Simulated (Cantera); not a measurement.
## Premixed flame

A freely propagating, adiabatic, planar premixed flame of CO : H2 : CH4 : O2 : N2 = 1 : 0.28 : 0.085 : 1.16 : 3.24 (molar parts), equivalence ratio 0.70, unburnt at 348 K and 6.02 atm; mixture-averaged transport, grid criteria slope 0.08 and curve 0.16, no radiation.

Cantera simulation using GRI-Mech 3.0 (53 species, 325 reactions); the numbers are that mechanism's predictions, not measurements. Burning velocities carry a grid error of a few per cent, more on coarse grids.

```
z (mm)   T (K)  u (m/s)     x CO      x H2    x CH4    x N2O   x C2H4       x O
-------  -----  -------  -------  --------  -------  -------  -------  --------
-0.241     348    0.489    0.174    0.0481   0.0148    <1e-8    <1e-8     <1e-8
-0.161     349    0.489    0.174    0.0465   0.0148    <1e-8    <1e-8     <1e-8
-0.121     351    0.491    0.174    0.0440   0.0148    <1e-8    <1e-8     <1e-8
-0.0804    372    0.517    0.175    0.0378   0.0147    <1e-8  1.78e-8     <1e-8
-0.0402    619    0.851    0.167    0.0238   0.0121  6.34e-8  5.07e-7   2.38e-6
-0.0201   1033     1.40    0.147    0.0150  0.00718  2.56e-7  1.56e-6  0.000151
0         1495     2.00    0.113   0.00727  0.00152  6.98e-7  8.06e-7   0.00209
0.0201    1774     2.33   0.0781   0.00324  6.74e-5  1.23e-6  1.77e-8   0.00490
0.0402    1934     2.50   0.0540   0.00231  1.50e-6  1.55e-6    <1e-8   0.00543
0.0804    2103     2.69   0.0318   0.00183    <1e-8  1.77e-6    <1e-8   0.00430
0.161     2237     2.83   0.0176   0.00113    <1e-8  1.83e-6    <1e-8   0.00242
0.322     2316     2.91  0.00938  0.000608    <1e-8  1.49e-6    <1e-8   0.00123
0.643     2348     2.95  0.00588  0.000401    <1e-8  1.14e-6    <1e-8  0.000816
```
x: mole fraction of selected species; z is measured from the peak of heat release.

The laminar burning velocity is 48.9 cm/s, the thermal thickness is 0.0804 mm and the peak x(C2H4) comes out as 1.69e-6. The peak x(O) is 0.00545. The grid points is 140.
